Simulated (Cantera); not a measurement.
A Cantera script and its output.

```python
import numpy as np
import cantera as ct

gas = ct.Solution("gri30.yaml")
gas.TPX = 1300, 2666, {'H2': 0.27, 'O2': 1, 'N2': 0.58}
reactor = ct.IdealGasConstPressureReactor(gas, energy="off", clone=False)
net = ct.ReactorNet([reactor])
net.rtol, net.atol = 1e-08, 1e-18
show = ['H2', 'O2', 'OH', 'NO2', 'H2O2', 'N2O', 'H']
times = np.geomspace(1e-05, 90, 9)

steps = ct.SolutionArray(gas, extra=["t"])
rows = []
print(f"{'t/s':>10s}{'T/K':>9s}{'P/Pa':>11s}" + "".join(f"{s:>11s}" for s in show))
for t in times:
    while net.time < t:
        t_next = net.step()
        steps.append(gas.state, t=t_next)
    rows.append([np.interp(t, steps.t, y) for y in (steps.T, steps.P, *steps(*show).X.T)])
    print(f"{t:10.3e}{rows[-1][0]:9.1f}{rows[-1][1]:11.4g}" + "".join(f"{x:11.3e}" for x in rows[-1][2:]))
rate = np.gradient(steps.T, steps.t)
print("integrator steps:", len(steps.t))
if steps.T.max() > steps.T[0] + 200:
    print(f"time of steepest temperature rise: {steps.t[rate.argmax()]:.4e} s")
gas.TPX = 1300, 2666, {'H2': 0.27, 'O2': 1, 'N2': 0.58}
gas.equilibrate("TP")
print(f"equilibrium (TP): T = {gas.T:.1f} K  " + "  ".join(f"{s} {gas[s].X[0]:.3e}" for s in show))
```

Result:

```
       t/s      T/K       P/Pa         H2         O2         OH        NO2       H2O2        N2O          H
 1.000e-05   1300.0       2666  1.459e-01  5.405e-01  1.197e-09  1.623e-28  2.205e-12  1.342e-16  7.390e-09
 7.401e-05   1300.0       2666  1.459e-01  5.405e-01  4.708e-08  2.658e-24  1.193e-10  2.096e-15  1.107e-07
 5.477e-04   1300.0       2666  7.241e-02  4.981e-01  1.088e-02  7.824e-14  4.390e-07  2.216e-10  3.071e-02
 4.054e-03   1300.0       2666  5.278e-03  4.711e-01  8.252e-03  5.812e-11  3.596e-07  5.392e-09  2.466e-02
 3.000e-02   1300.0       2666  4.524e-04  5.013e-01  2.460e-03  6.629e-10  2.206e-07  1.322e-08  5.265e-04
 2.220e-01   1300.0       2666  1.035e-05  5.042e-01  3.765e-04  3.039e-09  2.920e-08  2.046e-08  1.847e-06
 1.643e+00   1300.0       2666  6.463e-07  5.043e-01  9.491e-05  3.239e-09  3.780e-09  2.042e-08  2.953e-08
 1.216e+01   1300.0       2666  1.262e-07  5.044e-01  4.200e-05  8.228e-09  1.045e-09  9.740e-09  2.577e-09
 9.000e+01   1300.0       2666  1.186e-07  5.044e-01  4.070e-05  8.664e-09  1.001e-09  2.848e-09  2.349e-09
integrator steps: 1987
equilibrium (TP): T = 1300.0 K  H2 1.186e-07  O2 5.042e-01  OH 4.070e-05  NO2 1.105e-06  H2O2 1.001e-09  N2O 2.863e-09  H 2.349e-09
```

Model: GRI-Mech 3.0 (53 species, 325 reactions), integrated in Cantera. Radical loss at walls, strong at low pressure, is not modelled. The temperature is held fixed by assumption; the heat of reaction is taken as removed at once.
